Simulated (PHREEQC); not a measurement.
Consider water at 25 °C with 0.098 mol/kgw NaH2PO4 and 0.42 mol/kgw Na2CO3. Closed to the air; pH follows from the charge balance.

Equilibrium calculation in PHREEQC: ion-association model, phreeqc.dat.

```
Property                  Result
-----------------  -------------
pH                          9.83
ionic strength     0.865 mol/kgw
activity of water          0.980
density              1.047 g/cm³
total alkalinity      840 meq/kg
```

```csv
species,molality,activity,log γ
Na+,0.683,0.495,-0.140
NaCO3-,0.222,0.171,-0.113
CO3-2,0.0965,0.0186,-0.716
HCO3-,0.0881,0.0584,-0.179
HPO4-2,0.0751,0.0133,-0.751
NaHPO4-,0.0194,0.0129,-0.179
NaHCO3,0.0133,0.0162,0.087
PO4-3,0.00340,4.08e-5,-1.921
OH-,0.000114,6.72e-5,-0.229
```

No solid was allowed to form. Ionic strength above about 0.7 mol/kgw puts this run outside the model's range. Species that the database lacks are ignored.
